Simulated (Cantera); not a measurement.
A Cantera script and its output.

```python
import numpy as np
import cantera as ct

gas = ct.Solution("gri30.yaml")
gas.TPX = 525, 93000, {'CH4': 1, 'C2H6': 0.035, 'O2': 1.52, 'N2': 13.5}
inlet = ct.Reservoir(gas, clone=True)
gas.equilibrate("HP")  # start burning
reactor = ct.IdealGasConstPressureReactor(gas, energy="on", clone=False)
exhaust = ct.Reservoir(gas, clone=True)
tau = [0.061, 0.026, 0.011, 0.0047, 0.002, 0.00085, 0.00036, 0.00015, 6.5e-05, 2.8e-05, 1.2e-05][0]
for a, b in ((inlet, reactor), (reactor, exhaust)):
    ct.MassFlowController(a, b, mdot=lambda t: reactor.mass / tau)
net = ct.ReactorNet([reactor])
show = ['CH4', 'C2H6', 'O2', 'CH2', 'CH2CO']

rows = []
print(f"{'tau/s':>10s}{'T/K':>9s}" + "".join(f"{s:>11s}" for s in show))
for tau in [0.061, 0.026, 0.011, 0.0047, 0.002, 0.00085, 0.00036, 0.00015, 6.5e-05, 2.8e-05, 1.2e-05]:
    net.initial_time = 0.0
    net.advance(30 * tau)
    before = gas.X
    net.advance(40 * tau)
    drift = np.max(np.abs(gas.X - before) / (gas.X + 1e-9))
    rows.append([gas.T, *gas[show].X, drift])
    print(f"{tau:10.3e}{gas.T:9.1f}" + "".join(f"{x:11.3e}" for x in gas[show].X))
```

Result:

```
     tau/s      T/K        CH4       C2H6         O2        CH2      CH2CO
 6.100e-02   1419.9  5.054e-03  1.424e-04  6.101e-03  2.031e-07  8.630e-05
 2.600e-02    525.0  6.229e-02  2.180e-03  9.467e-02  2.269e-35  3.391e-19
 1.100e-02    525.0  6.229e-02  2.180e-03  9.467e-02  1.788e-37  2.081e-21
 4.700e-03    525.0  6.229e-02  2.180e-03  9.467e-02  6.862e-39  1.315e-22
 2.000e-03    525.0  6.229e-02  2.180e-03  9.467e-02  2.994e-39  8.303e-24
 8.500e-04    525.0  6.229e-02  2.180e-03  9.467e-02 -2.696e-40  5.245e-25
 3.600e-04    525.0  6.229e-02  2.180e-03  9.467e-02 -4.856e-41  3.313e-26
 1.500e-04    525.0  6.229e-02  2.180e-03  9.467e-02 -1.184e-42  2.093e-27
 6.500e-05    525.0  6.229e-02  2.180e-03  9.467e-02 -1.904e-42  1.322e-28
 2.800e-05    525.0  6.229e-02  2.180e-03  9.467e-02  1.735e-43  8.350e-30
 1.200e-05    525.0  6.229e-02  2.180e-03  9.467e-02  3.323e-45  5.274e-31
```

Model: GRI-Mech 3.0 (53 species, 325 reactions), integrated in Cantera.
